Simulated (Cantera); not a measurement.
A closed system holds: 1 mol FeS2, 0.2 mol SO2, 0.08 mol O2, at 0.0230 bar.

Equilibrium computed with Cantera from the NASA thermochemical tables; the gas is ideal and each condensed phase is pure. Candidate condensed phases: Fe, FeO, FeS, FeSO4, FeS2, Fe2O3, Fe2(SO4)3, Fe3O4, S; 12 gas species. FeS: taken at fixed stoichiometry. Gases not in the tables: S3 to S7. Equilibrium is a limit: real reactors are often held back by kinetics, nucleation or transport.

Which condensed phases are stable at each of these points (T (K)): 625, 825, 1025, 1225, 1425, 1625, 1825?


```
T (K)    condensed phases  Fe condensed (%)
-----  ------------------  ----------------
625    FeS2(s) + Fe2O3(s)             100.0
825    FeS2(s) + Fe3O4(s)             100.0
1025               FeS(s)             100.0
1225               FeS(s)             100.0
1425               FeS(s)             100.0
1625               FeS(l)             100.0
1825               FeS(l)             100.0
```

At 625 K the condensed part is FeS2(s) + Fe2O3(s). At 825 K the condensed part is FeS2(s) + Fe3O4(s). From 1025 K to 1425 K the condensed part is FeS(s). From 1625 K to 1825 K the condensed part is FeS(l).
